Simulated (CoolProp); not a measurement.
Properties of ethylbenzene at several states (Tc = 617.1 K, pc = 3.622 MPa, ω = 0.304).

Model: reference Helmholtz-energy equation of state, Zhou 2012, in CoolProp.

```tsv
T (K)	p (MPa)	phase	cp (kJ/(kg K))	expansivity (1/kK)
232.5	14	liquid	1.563	…
386.9	2.97	liquid	…	1.180
376.3	0.0171	gas	1.518	2.755
336.8	19.1	liquid	1.856	…
506	0.0146	gas	1.968	1.996
```

**Question.** Fill in the missing entries.

**Answer.** 
- 232.5, expansivity (1/kK): 0.9092
- 386.9, cp (kJ/(kg K)): 2.050
- 336.8, expansivity (1/kK): 0.9478
